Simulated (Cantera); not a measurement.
Mixture: C3H8 : O2 : N2 = 1 : 6.49 : 17.5 (molar parts), equivalence ratio 0.77, at 1000000 Pa, adiabatic and at constant pressure. Ignition delay is the time to a rise of 400 K.

Model: GRI-Mech 3.0 (53 species, 325 reactions), integrated in Cantera. GRI-Mech 3.0 was tuned for natural gas; its chemistry of propane as a main component is partial and can be far from experiment.

Problem. Predict: delay at 1250 K; delay at 1325 K; delay at 1400 K; delay at 1475 K; delay at 1550 K; apparent activation energy between 1400 and 1550 K.

Solution. 
| Property | Result |
|---|---|
| delay at 1250 K | 0.553 ms |
| delay at 1325 K | 0.164 ms |
| delay at 1400 K | 55.6 µs |
| delay at 1475 K | 22.0 µs |
| delay at 1550 K | 10.1 µs |
| apparent activation energy between 1400 and 1550 K | 200 kJ/mol |
